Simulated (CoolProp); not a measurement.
Computed with CoolProp (reference Helmholtz-energy equation of state, Lemmon 2005).

For R125, give the phase and the cv (kJ/(kg K)), Joule-Thomson coefficient (K/MPa), isothermal compressibility (1/MPa), viscosity (µPa s) at 373.8 K and 194 bar.


- 373.8 K and 194 bar: supercritical; cv 0.908, Joule-Thomson coefficient 0.276, isothermal compressibility 0.0119, viscosity 106

Viscosity comes from a separate model (Huber 2006).
